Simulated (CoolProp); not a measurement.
Vapour-liquid equilibrium of dimethyl ether (1) + R236FA (2) at -85.35 °C; x and y are mole fractions of (1).

Model: multi-fluid Helmholtz-energy mixture model, Wu 2011 and Pan 2012; pair parameters Bell 2016, in CoolProp.

Give the bubble pressure and the first vapour's composition at x = 0.2, 0.5, 0.875. Is there an azeotrope?

x = 0.2: 0.5043 kPa, y = 0.398; x = 0.5: 0.9934 kPa, y = 0.858; x = 0.875: 2.238 kPa, y = 0.994. No azeotrope shows between x = 0.05 and 0.95.

The pair parameters rest on a limited set of measurements; away from them the model extrapolates.
